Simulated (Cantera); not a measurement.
Feed: 1 mol HMDSO, 4.2 mol H2O, equilibrated at 1273.15 K and 3500 Pa.

Cantera equilibrium calculation (NASA polynomials, part measured and part estimated; ideal gas, pure solids and liquids). Candidate condensed phases: C, C6H6, C7H8, C8H18, H2O, Si, SiC, SiO2; 123 gas species. The feed counts by its element totals alone. The tables hold silica as quartz up to 1696 K and as liquid above; real silica turns to tridymite and cristobalite and melts near 1996 K. The numbers say what is thermodynamically allowed, not how fast it happens.

Base state: H2 0.916, CO 0.0833, CH4 0.000276, H2O 3.17e-5 (mole fractions); condensed: C(graphite) + SiO2(β-quartz).

Q: What changes in the equilibrium state with this change: temperature from 1273.15 K to 1825 K?

A: 
```csv
species,before,after
H2,0.916,0.716
CO,0.0833,0.250
SiO,5.98e-7,0.0326
Si,<1e-9,1.64e-5
H,3.66e-6,0.00199
CH4,0.000276,2.72e-6
"C(graphite), mol",4.80,0
"SiO2(β-quartz), mol",2.00,0
"SiC(s), mol",0,1.40
```

Q: What changes in the equilibrium state with this change: temperature from 1273.15 K to 2023 K?

A: 
```tsv
species	before	after
H2	0.916	0.710
CO	0.0833	0.249
SiO	5.98e-7	0.0323
Si	<1e-9	0.000352
SiH	<1e-9	3.57e-5
C(graphite), mol	4.80	0
SiO2(β-quartz), mol	2.00	0
SiC(s), mol	0	1.40
```
Gases not in the tables: Si2H6 and higher silanes.

Q: What changes in the equilibrium state with this change: H2O from 4.2 to 0.54 mol?

A: 
| species | before | after |
|---|---|---|
| H2 | 0.916 | 0.991 |
| CO | 0.0833 | 0.00885 |
| CH4 | 0.000276 | 0.000322 |
| H2O | 3.17e-5 | 3.64e-6 |
| C(graphite), mol | 4.80 | 4.64 |
| SiO2(β-quartz), mol | 2.00 | 0.727 |
| SiC(s), mol | 0 | 1.27 |
Mutual solubility and eutectic melting of coexisting phases are not modelled.
